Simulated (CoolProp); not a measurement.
Aqueous lithium chloride as a coolant, 20 % by mass, freezing at -43.9 °C, 1 atm.

Values from CoolProp's Melinder's fits for secondary coolants.

```json
[
 {"T (°C)": "-31.7", "cp (kJ/(kg K))": "2.948", "viscosity (mPa s)": "13.6", "conductivity (W/(m K))": "0.481", "density (kg/m³)": "1125"},
 {"T (°C)": "-21.6", "cp (kJ/(kg K))": "3.008", "viscosity (mPa s)": "8.17", "conductivity (W/(m K))": "0.495", "density (kg/m³)": "1124"},
 {"T (°C)": "-11.5", "cp (kJ/(kg K))": "3.069", "viscosity (mPa s)": "5.33", "conductivity (W/(m K))": "0.509", "density (kg/m³)": "1123"},
 {"T (°C)": "-1.4", "cp (kJ/(kg K))": "3.129", "viscosity (mPa s)": "3.74", "conductivity (W/(m K))": "0.523", "density (kg/m³)": "1121"},
 {"T (°C)": "8.7", "cp (kJ/(kg K))": "3.190", "viscosity (mPa s)": "2.78", "conductivity (W/(m K))": "0.537", "density (kg/m³)": "1119"},
 {"T (°C)": "18.8", "cp (kJ/(kg K))": "3.250", "viscosity (mPa s)": "2.17", "conductivity (W/(m K))": "0.551", "density (kg/m³)": "1116"},
 {"T (°C)": "28.9", "cp (kJ/(kg K))": "3.310", "viscosity (mPa s)": "1.76", "conductivity (W/(m K))": "0.565", "density (kg/m³)": "1113"},
 {"T (°C)": "39", "cp (kJ/(kg K))": "3.370", "viscosity (mPa s)": "1.46", "conductivity (W/(m K))": "0.578", "density (kg/m³)": "1109"}
]
```
